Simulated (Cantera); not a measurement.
Charge: 1 mol SiCl4, 0.089 mol Cl2, 170 mol H2, at 975 °C and 0.975 Torr.

Method: chemical equilibrium by Gibbs-energy minimisation in Cantera with the NASA 1993 tables (ideal gas, pure condensed phases). Candidate condensed phases: Si; 19 gas species. The tables' values for SiCl3 are old estimates; treat these amounts as uncertain. Rates play no part.

Base state: H2 0.977, HCl 0.0218, SiCl2 0.00122, SiCl3 1.72e-5, H 1.28e-5 (mole fractions); condensed: Si(s).

Question: What changes in the equilibrium state with this change: SiCl4 replaced by Si2H6?

Answer: 
```
species      before    after
----------  -------  -------
H2            0.977    0.999
HCl          0.0218  0.00102
H           1.28e-5  1.29e-5
SiCl2       0.00122  2.63e-6
SiCl3       1.72e-5  1.72e-9
Si(s), mol    0.787     2.00
```
The feed counts by its element totals alone.
